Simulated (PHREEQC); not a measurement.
Consider water at 80 °C with 43 mmol/kgw KOH, 1.1 mmol/kgw K2SO4 and 0.31 mmol/kgw CuSO4. It is in equilibrium with CO2 at log p = -3.5 (atm). Otherwise closed; pH follows from the charge balance.

All values are PHREEQC results (ion-association model, wateq4f.dat), not measurements.

No solid was allowed to form.

Q: Order these Cu species by the share of Cu that they hold, largest first: Cu(CO3)2-2, Cu(OH)2, CuCO3.

A: Cu(OH)2 (61 %), Cu(CO3)2-2 (37 %), CuCO3 (2.1 %)

The pH is 9.80 and the ionic strength 0.0591 mol/kgw. The solution is supersaturated, for example in Cu(OH)2, Malachite, so a real one may precipitate; this is no full list. Away from 25 °C the constants follow the database's enthalpies or fits; those with neither stay at their 25 °C values. The database's constant for dissolved Cu(OH)2 is higher than later reviews accept.
